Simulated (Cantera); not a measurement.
A perfectly stirred reactor is fed with CH₄ : H₂ : H = 0.033 : 1 : 0.088 (molar parts), at 0.0120 bar; it is held at 1675 K, and followed from long to short residence time.

Cantera simulation using GRI-Mech 3.0 (53 species, 325 reactions); the numbers are that mechanism's predictions, not measurements. GRI-Mech 3.0 stops at C3 and has no aromatics, soot or wall deposition, so with more carbon than oxygen in the feed, carbon stays in small species such as C2H2 where larger ones or solid carbon would form. Radical loss at walls, strong at low pressure, is not modelled.

Problem. What does this change do: H 0.088 to 0.022 parts?

Solution. 
```
quantity                 before     after
----------------------  -------  --------
x(CH₄) at τ = 4.70 s    0.00435   0.00851
x(H₂) at τ = 4.70 s       0.980     0.979
x(H) at τ = 4.70 s      0.00300   0.00139
x(C₂H₄) at τ = 4.70 s   1.26e-5   1.73e-5
x(C₂H₆) at τ = 4.70 s   2.25e-7   3.81e-7
x(CH₄) at τ = 32.0 ms   0.00552    0.0201
x(H₂) at τ = 32.0 ms      0.962     0.968
x(H) at τ = 32.0 ms      0.0189   0.00500
x(C₂H₄) at τ = 32.0 ms  5.75e-5  0.000147
x(C₂H₆) at τ = 32.0 ms  1.97e-6   7.82e-6
```

Problem. What does this change do: H 0.088 to 0.032 parts?

Solution. 
```tsv
quantity	before	after
x(CH₄) at τ = 4.70 s	0.00435	0.00749
x(H₂) at τ = 4.70 s	0.980	0.979
x(H) at τ = 4.70 s	0.00300	0.00162
x(C₂H₄) at τ = 4.70 s	1.26e-5	1.63e-5
x(C₂H₆) at τ = 4.70 s	2.25e-7	3.53e-7
x(CH₄) at τ = 32.0 ms	0.00552	0.0170
x(H₂) at τ = 32.0 ms	0.962	0.968
x(H) at τ = 32.0 ms	0.0189	0.00666
x(C₂H₄) at τ = 32.0 ms	5.75e-5	0.000137
x(C₂H₆) at τ = 32.0 ms	1.97e-6	7.20e-6
```
